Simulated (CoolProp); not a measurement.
Saturation properties of ammonia.

The numbers come from the reference Helmholtz-energy equation of state, Gao 2020 in CoolProp.

```tsv
T (K)	p (MPa)	liquid density (kg/m³)	vapour Z
310.1	1.427	584.5	0.8538
314.9	1.631	576.8	0.8409
319.6	1.852	569.0	0.8275
324.3	2.094	561.0	0.8134
329	2.360	552.8	0.7985
333.7	2.650	544.3	0.7829
338.5	2.973	535.3	0.7660
343.2	3.316	526.2	0.7487
347.9	3.689	516.8	0.7304
352.6	4.092	506.9	0.7110
```

It boils at 239.8 K under 1 atm.
